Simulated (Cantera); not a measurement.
Input (Python, Cantera):

```python
import numpy as np
import cantera as ct

surf = ct.Interface("diamond.yaml", "diamond_100")
gas, bulk = surf.adjacent["gas"], surf.adjacent["diamond"]
k = surf.kinetics_species_index(bulk.species_names[0])
cover = ["c6HH", "c6H*", "c6*H", "c6**", "c6HM", "c6B"]

rows, drift = [], 0.0
print(f"{'xCH3':>10s}{'um/h':>11s}" + "".join(f"{s:>11s}" for s in cover))
for v in [1e-06, 2.6e-06, 6.8e-06, 1.8e-05, 4.7e-05, 0.00012, 0.00032, 0.00084, 0.0022]:
    T, P, xH, xCH3 = 1400, 4700, 0.0021, v
    gas.TPX = T, P, {"H": xH, "CH3": xCH3, "CH4": 0.0052, "H2": 1 - xH - xCH3 - 0.0052}
    surf.TP = bulk.TP = T, P
    surf.coverages = "c6H*:0.1, c6HH:0.9"
    surf.advance_coverages(100.0)
    before = surf.coverages
    surf.advance_coverages(100.0)
    drift = max(drift, np.max(np.abs(surf.coverages - before) / (surf.coverages + 1e-9)))
    rate = surf.net_production_rates[k] * bulk.mean_molecular_weight / bulk.density * 3.6e9
    rows.append([rate, *surf[cover].coverages])
    print(f"{v:10.4g}{rate:11.4e}" + "".join(f"{x:11.3e}" for x in rows[-1][1:]))
```

Output:

```
      xCH3       um/h       c6HH       c6H*       c6*H       c6**       c6HM        c6B
     1e-06 5.1807e-03  3.670e-01  5.785e-02  5.293e-01  4.587e-02  2.846e-07  1.406e-11
   2.6e-06 1.3469e-02  3.670e-01  5.785e-02  5.293e-01  4.587e-02  7.400e-07  3.655e-11
   6.8e-06 3.5219e-02  3.669e-01  5.785e-02  5.293e-01  4.586e-02  1.935e-06  9.557e-11
   1.8e-05 9.3175e-02  3.669e-01  5.784e-02  5.293e-01  4.583e-02  5.122e-06  2.528e-10
   4.7e-05 2.4294e-01  3.669e-01  5.784e-02  5.292e-01  4.577e-02  1.337e-05  6.592e-10
   0.00012 6.1805e-01  3.669e-01  5.782e-02  5.291e-01  4.560e-02  3.409e-05  1.677e-09
   0.00032 1.6321e+00  3.668e-01  5.778e-02  5.287e-01  4.515e-02  9.064e-05  4.429e-09
   0.00084 4.1786e+00  3.665e-01  5.768e-02  5.278e-01  4.400e-02  2.362e-04  1.134e-08
    0.0022 1.0283e+01  3.659e-01  5.743e-02  5.255e-01  4.128e-02  6.073e-04  2.790e-08
```

Computed with Cantera and the Harris–Goodwin 1993 mechanism for the reconstructed diamond (100) surface.
